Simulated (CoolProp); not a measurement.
Normal hydrogen along the isotherm 26.8 K: Z from the reference equation and from simpler models built on Tc = 33.1 K, pc = 12.96 bar, ω = -0.219; each cubic takes its own stable root.

The numbers come from the reference Helmholtz-energy equation of state, Leachman 2009 in CoolProp.

```
p (bar)   phase  reference
-------  ------  ---------
0.405       gas     0.9823
0.81        gas     0.9640
1.22        gas     0.9449
1.62        gas     0.9256
2.03        gas     0.9050
2.43        gas     0.8840
2.84        gas     0.8614
3.24        gas     0.8381
3.65        gas     0.8128
4.05        gas     0.7862
4.46        gas     0.7567
4.86     liquid    0.07119
5.27     liquid    0.07704
5.67     liquid    0.08271
6.08     liquid    0.08852
6.48     liquid    0.09416
```

**Question.** How far does each simpler model (Redlich-Kwong, Soave-Redlich-Kwong, Peng-Robinson) lie from the reference over these 16 states: mean and median of the absolute difference, and the worst?

**Answer.** 
- Redlich-Kwong: mean 21.1 %, median 6.1 %, worst -94.0 % at 26.8 K and 3.65 bar
- Soave-Redlich-Kwong: mean 0.8 %, median 0.2 %, worst -2.4 % at 26.8 K and 6.48 bar
- Peng-Robinson: mean 4.6 %, median 1.0 %, worst -13.2 % at 26.8 K and 6.48 bar

At some of these states Redlich-Kwong gives the other phase, because its saturation line lies elsewhere.
